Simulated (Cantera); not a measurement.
Charge: 1 mol Ta2O5, 4.6 mol CH4, 0.12 mol CO, 3.1 mol C, at 0.00400 bar.

Equilibrium computed with Cantera from the NASA thermochemical tables; the gas is ideal and each condensed phase is pure. Candidate condensed phases: C, C6H6, C7H8, C8H18, H2O, Ta, TaC, Ta2O5; 113 gas species. TaC: taken at fixed stoichiometry. Condensed phases not in the tables: Ta2C. Equilibrium is a limit: real reactors are often held back by kinetics, nucleation or transport. All values below are at 1200 K.

Base state: H2 0.642, CO 0.358, CH4 2.61e-5, H2O 2.38e-5 (mole fractions); condensed: C(graphite) + TaC(s).

**Question.** What changes in the equilibrium state with this change: pressure from 0.00400 bar to 0.190 bar?

**Answer.** 
```tsv
species	before	after
H2	0.642	0.746
CO	0.358	0.252
CH4	2.61e-5	0.00167
H2O	2.38e-5	0.000925
CO2	9.66e-6	0.000227
C(graphite), mol	0.700	3.52
TaC(s), mol	2.00	1.19
Ta2O5(s), mol	0	0.403
```
Mutual solubility and eutectic melting of coexisting phases are not modelled.
